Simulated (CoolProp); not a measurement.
Vapour pressure (MPa) of propyne: the reference equation beside estimates from Tc = 402.7 K, pc = 5.658 MPa, ω = 0.204. Clausius-Clapeyron is anchored at 307.6 K with a constant enthalpy of vaporisation of 18.12 kJ/mol.

Model: reference Helmholtz-energy equation of state, Polt 1992, in CoolProp. This equation is an older, rougher fit; its heat capacities, sound speeds and derivatives of the liquid may be far off and weren't checked against measurements.

| T (K) | reference | Clausius-Clapeyron | van der Waals | Redlich-Kwong | Soave-Redlich-Kwong |
|---|---|---|---|---|---|
| 290 | 0.4574 | 0.4937 | 1.309 | 0.6257 | 0.4598 |
| 295.9 | 0.5456 | 0.5735 | 1.446 | 0.7353 | 0.5512 |
| 301.8 | 0.6464 | 0.6623 | 1.592 | 0.8579 | (withheld) |
| 307.6 | 0.7589 | 0.7589 | (withheld) | (withheld) | 0.7721 |
| 313.5 | 0.8881 | 0.8671 | 1.910 | 1.143 | 0.9059 |
| 319.4 | 1.034 | (withheld) | 2.084 | 1.308 | 1.056 |
| 325.2 | 1.194 | 1.113 | 2.265 | 1.487 | 1.221 |
| 331.1 | 1.375 | (withheld) | 2.459 | 1.685 | 1.408 |
| 337 | 1.577 | 1.408 | 2.662 | 1.900 | 1.614 |
| 342.8 | (withheld) | 1.571 | 2.873 | (withheld) | 1.838 |
| 348.7 | 2.042 | 1.749 | 3.097 | 2.381 | 2.088 |

Q: What belongs in the gaps?

A: 
- 301.8, Soave-Redlich-Kwong: 0.6556
- 307.6, van der Waals: 1.745
- 307.6, Redlich-Kwong: 0.9919
- 319.4, Clausius-Clapeyron: 0.9859
- 331.1, Clausius-Clapeyron: 1.255
- 342.8, reference: 1.796
- 342.8, Redlich-Kwong: 2.130

Absolute difference from the reference over all 11 rows, mean and median: Clausius-Clapeyron 6.9 and 6.8 %, van der Waals 108.5 and 101.5 %, Redlich-Kwong 26.6 and 26.5 %, Soave-Redlich-Kwong 1.9 and 2.1 %.
